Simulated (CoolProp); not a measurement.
Vapour-liquid equilibrium of propylene (1) + propane (2) at 0.469 MPa; x and y are mole fractions of (1).

Model: multi-fluid Helmholtz-energy mixture model, Lemmon 2013 and Lemmon 2009; pair parameters Bell 2016, in CoolProp.

```
x      bubble temperature (K)  y at the bubble point  dew temperature at overall composition x (K)  liquid density (mol/L)
-----  ----------------------  ---------------------  --------------------------------------------  ----------------------
0.05                    272.2                  0.064                                         272.3                   12.06
0.125                   271.5                  0.154                                         271.7                   12.14
0.2                     270.8                  0.240                                         271.1                   12.23
0.275                   270.1                  0.321                                         270.5                   12.32
0.35                    269.5                  0.399                                         269.9                   12.41
0.425                   269.0                  0.474                                         269.3                   12.50
0.5                     268.5                  0.546                                         268.8                   12.59
0.575                   268.0                  0.617                                         268.3                   12.68
0.65                    267.6                  0.686                                         267.8                   12.77
0.725                   267.2                  0.754                                         267.3                   12.87
0.8                     266.8                  0.821                                         266.9                   12.96
0.875                   266.5                  0.888                                         266.5                   13.06
0.95                    266.2                  0.955                                         266.2                   13.16
```

No azeotrope shows between x = 0.05 and 0.95.

The pair parameters rest on a limited set of measurements; away from them the model extrapolates.
